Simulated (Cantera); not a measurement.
Input: 1 mol CH₃Cl, 0.02 mol F₂, 0.024 mol CH₄, at 1752 °C and 3.50 mbar.

Cantera equilibrium calculation (NASA polynomials, part measured and part estimated; ideal gas, pure solids and liquids). Candidate condensed phases: C, C₆H₆, C₇H₈, C₈H₁₈; 118 gas species. Equilibrium is a limit: real reactors are often held back by kinetics, nucleation or transport.

Base state: H₂ 0.484, HCl 0.458, H 0.0226, HF 0.0190, Cl 0.0159, C₂H₂ (acetylene) 0.000438 (mole fractions); condensed: C(graphite).

Q: What changes in the equilibrium state with this change: temperature from 1752 °C to 1802 °C?

A: 
```json
[
 {"species": "H₂", "before": "0.484", "after": "0.479"},
 {"species": "HCl", "before": "0.458", "after": "0.449"},
 {"species": "H", "before": "0.0226", "after": "0.0311"},
 {"species": "Cl", "before": "0.0159", "after": "0.0216"},
 {"species": "HF", "before": "0.0190", "after": "0.0188"},
 {"species": "C₂H₂ (acetylene)", "before": "0.000438", "after": "0.000594"},
 {"species": "C(graphite), mol", "before": "1.02", "after": "1.02"}
]
```

Q: What changes in the equilibrium state with this change: CH₃Cl replaced by CCl₄?

A: 
| species | before | after |
|---|---|---|
| Cl | 0.0159 | 0.971 |
| HCl | 0.458 | 0.0143 |
| HF | 0.0190 | 0.00954 |
| H₂ | 0.484 | 1.27e-7 |
| H | 0.0226 | 1.16e-5 |
| C₂H₂ (acetylene) | 0.000438 | <1e-9 |
| Cl₂ | 1.35e-6 | 0.00502 |
| F | 4.03e-7 | 0.000396 |
| C(graphite), mol | 1.02 | 1.02 |

Q: What changes in the equilibrium state with this change: pressure from 3.50 mbar to 1.33 mbar?

A: 
```json
[
 {"species": "H₂", "before": "0.484", "after": "0.476"},
 {"species": "HCl", "before": "0.458", "after": "0.444"},
 {"species": "H", "before": "0.0226", "after": "0.0364"},
 {"species": "Cl", "before": "0.0159", "after": "0.0252"},
 {"species": "HF", "before": "0.0190", "after": "0.0187"},
 {"species": "C₂H₂ (acetylene)", "before": "0.000438", "after": "0.000431"},
 {"species": "C(graphite), mol", "before": "1.02", "after": "1.02"}
]
```
